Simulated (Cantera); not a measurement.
Feed: 1 mol SO2, a varied amount of O2, 48 mol N2, equilibrated at 1823 K and 6.50 mbar.

These are equilibrium values from Cantera (NASA tables, ideal gas, pure condensed phases), not measurements of a reactor. Candidate condensed phases: S; 17 gas species. The numbers say what is thermodynamically allowed, not how fast it happens.

At 2.1 mol O2, list the 4 most abundant gas species with their mole fractions, and the condensed phases.

N2 0.938, O2 0.0398, SO2 0.0195, NO 0.00213. Condensed: gas only.
